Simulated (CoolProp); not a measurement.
A Linde-Hampson liquefier for ethane: isothermal reversible compression at 320 K from 1 atm to 30 MPa, throttling to 1 atm, return gas leaving the recuperator 5 K below the feed. Each further row changes one setting.

The numbers come from the reference Helmholtz-energy equation of state, Bücker 2006 in CoolProp.

| case | liquid yield per pass | compression work (kJ/kg of gas) |
|---|---|---|
| as stated | [?] | 390 |
| high pressure 60 MPa | [?] | 457 |
| warm-end temperature 350 K | 0.385 | 457 |
| warm-end gap 10 K | [?] | 390 |

Some entries are withheld; supply them.


- as stated, liquid yield per pass: 0.460
- high pressure 60 MPa, liquid yield per pass: 0.431
- warm-end gap 10 K, liquid yield per pass: 0.453
